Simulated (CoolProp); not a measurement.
Ethylene along the isobar 8.64 MPa: density (kg/m³) from the reference equation and from simpler models built on Tc = 9.2 °C, pc = 5.042 MPa, ω = 0.087; each cubic takes its own stable root.

Model: reference Helmholtz-energy equation of state, Smukala 2000, in CoolProp.

```csv
T (°C),phase,reference
-158.15,liquid,645.1
-136.35,liquid,617.9
-114.45,liquid,589.9
-92.65,liquid,560.9
-70.85,liquid,530.1
-48.95,liquid,496.3
-27.15,liquid,457.9
-5.25,liquid,410.5
16.55,supercritical,343.1
38.35,supercritical,223.6
60.25,supercritical,146.2
82.05,supercritical,116.7
103.95,supercritical,100.1
125.75,supercritical,88.99
147.55,supercritical,80.77
```

Question: How far does each simpler model (van der Waals, Redlich-Kwong, Soave-Redlich-Kwong, Peng-Robinson) lie from the reference over these 15 states: mean and median of the absolute difference, and the worst?

Answer: 
- van der Waals: mean 21.6 %, median 29.2 %, worst -34.8 % at -158.15 °C and 8.64 MPa
- Redlich-Kwong: mean 4.0 %, median 3.4 %, worst -11.6 % at 16.55 °C and 8.64 MPa
- Soave-Redlich-Kwong: mean 4.9 %, median 3.6 %, worst -12.2 % at 16.55 °C and 8.64 MPa
- Peng-Robinson: mean 4.9 %, median 3.4 %, worst +9.1 % at -92.65 °C and 8.64 MPa
